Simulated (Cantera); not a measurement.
Input: 1 mol Si, a varied amount of F2, 60 mol N2, held at 602 °C and 13.3 mbar.

These are equilibrium values from Cantera (NASA tables, ideal gas, pure condensed phases), not measurements of a reactor. Candidate condensed phases: Si, Si3N4; 16 gas species. N2 is the only nitrogen source here; it is nearly inert below about 1500 K, so the nitride shown seldom forms there in practice. Rates play no part.

Question: What share of the Si ends up in condensed phases as a function of n(F2) (mol), at 0.59, 0.93, 1.3, 1.6, 1.9, 2.3, 2.6, 2.9, 3.3, 3.6, 4, 4.3, 4.6?

Answer: 
| n(F2) (mol) | Si condensed (%) | as |
|---|---|---|
| 0.59 | 70.5 | Si3N4(s) |
| 0.93 | 53.5 | Si3N4(s) |
| 1.3 | 35.0 | Si3N4(s) |
| 1.6 | 20.0 | Si3N4(s) |
| 1.9 | 5.0 | Si3N4(s) |
| 2.3 | 0.0 | - |
| 2.6 | 0.0 | - |
| 2.9 | 0.0 | - |
| 3.3 | 0.0 | - |
| 3.6 | 0.0 | - |
| 4 | 0.0 | - |
| 4.3 | 0.0 | - |
| 4.6 | 0.0 | - |
